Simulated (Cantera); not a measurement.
**Low-pressure radical oxidation in H2/O2**

An isothermal, constant-pressure homogeneous reactor starts with 3.21 % H2, 59.4 % O2, 37.4 % N2, at 1275 K and 1.58 Torr.

Detailed kinetics in Cantera: GRI-Mech 3.0 (53 species, 325 reactions). Radical loss at walls, strong at low pressure, is not modelled.

| t (s) | x H2 | x O2 | x H2O2 | x NO | x HO2 | x OH | x N2O |
|---|---|---|---|---|---|---|---|
| 5.00e-5 | 0.0321 | 0.594 | <1e-12 | <1e-12 | 5.23e-10 | 3.78e-11 | <1e-12 |
| 0.000161 | 0.0321 | 0.594 | <1e-12 | <1e-12 | 1.68e-9 | 3.39e-10 | <1e-12 |
| 0.000518 | 0.0321 | 0.594 | 1.06e-12 | <1e-12 | 5.42e-9 | 2.50e-9 | <1e-12 |
| 0.00167 | 0.0321 | 0.594 | 1.09e-11 | <1e-12 | 1.75e-8 | 1.79e-8 | <1e-12 |
| 0.00537 | 0.0321 | 0.594 | 1.08e-10 | <1e-12 | 5.63e-8 | 5.89e-7 | <1e-12 |
| 0.0173 | 0.0153 | 0.581 | 1.79e-8 | 8.65e-11 | 2.73e-7 | 0.00426 | 1.79e-11 |
| 0.0557 | 0.000553 | 0.567 | 7.30e-9 | 9.98e-9 | 2.48e-7 | 0.00275 | 6.01e-10 |
| 0.179 | 0.000536 | 0.568 | 7.31e-9 | 4.10e-8 | 2.46e-7 | 0.00271 | 8.85e-10 |
| 0.578 | 0.000487 | 0.570 | 7.34e-9 | 1.25e-7 | 2.40e-7 | 0.00258 | 9.25e-10 |
| 1.86 | 0.000360 | 0.575 | 7.27e-9 | 2.88e-7 | 2.20e-7 | 0.00223 | 1.03e-9 |
| 5.99 | 0.000158 | 0.582 | 6.34e-9 | 4.31e-7 | 1.62e-7 | 0.00149 | 1.32e-9 |
| 19.3 | 3.22e-5 | 0.586 | 3.69e-9 | 4.72e-7 | 7.20e-8 | 0.000674 | 1.84e-9 |
| 62.1 | 4.36e-6 | 0.587 | 1.30e-9 | 4.81e-7 | 1.85e-8 | 0.000248 | 2.24e-9 |
| 200 | 6.42e-7 | 0.587 | 3.53e-10 | 4.85e-7 | 5.67e-9 | 9.53e-5 | 2.15e-9 |
x: mole fraction; the columns are a selection and need not sum to one.

Equilibrium at this temperature and pressure: H2 5.16e-8, O2 0.587, H2O2 5.16e-11, NO 0.000391, HO2 7.77e-9, OH 2.70e-5, N2O 8.36e-10 (gas phase only).
